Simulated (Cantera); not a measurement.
A closed system holds: 1 mol Si3N4, 0.26 mol CO2, 73 mol H2, at 1600 K and 0.680 bar.

These are equilibrium values from Cantera (NASA tables, ideal gas, pure condensed phases), not measurements of a reactor. Candidate condensed phases: C, C6H6, C7H8, C8H18, H2O, Si, SiC, SiO2, Si2N2O, Si3N4; 151 gas species. Mutual solubility and eutectic melting of coexisting phases are not modelled. Rates play no part.

Base state: H2 0.995, N2 0.00468, H 6.58e-5, CH4 5.59e-5 (mole fractions); condensed: SiC(s) + Si2N2O(s) + Si3N4(s).

**Question.** What changes in the equilibrium state with this change: CO2 from 0.26 to 0.012 mol?

**Answer.** 
```
species          before     after
--------------  -------  --------
H2                0.995     0.999
N2              0.00468  0.000440
H               6.58e-5   6.59e-5
CH4             5.59e-5   1.17e-5
SiO             5.63e-6   1.24e-5
SiC(s), mol       0.255    0.0111
Si2N2O(s), mol    0.519    0.0231
Si3N4(s), mol     0.569     0.972
Si(s), mol            0    0.0243
```
